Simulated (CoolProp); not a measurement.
Saturation properties of R123.

The numbers come from the reference Helmholtz-energy equation of state, Younglove 1994 in CoolProp. It is a modified Benedict-Webb-Rubin equation, recast in Helmholtz form.

```tsv
T (°C)	p (MPa)	liquid density (kg/m³)	vapour density (kg/m³)	surface tension (mN/m)	liquid conductivity (mW/(m K))
4.15	0.03933	1516	2.668	17.7	82.4
9.85	0.05025	1502	3.354	17.0	80.8
15.55	0.06348	1488	4.174	16.3	79.1
21.25	0.07933	1473	5.143	15.6	77.5
26.85	0.09780	1459	6.259	15.0	75.9
32.55	0.1199	1444	7.582	14.3	74.3
38.25	0.1457	1429	9.114	13.6	72.8
43.85	0.1751	1414	10.84	13.0	71.4
49.55	0.2095	1399	12.86	12.3	69.9
55.25	0.2489	1383	15.16	11.7	68.5
60.95	0.2938	1367	17.77	11.1	67.1
66.55	0.3435	1351	20.67	10.4	65.7
72.25	0.4005	1335	23.99	9.81	64.4
77.95	0.4644	1317	27.73	9.19	63.1
83.55	0.5343	1300	31.86	8.59	61.8
```

It boils at 27.8 °C under 1 atm.

Thermal conductivity comes from a separate model (Laesecke 1996). Surface tension comes from a separate correlation (Mulero 2012).
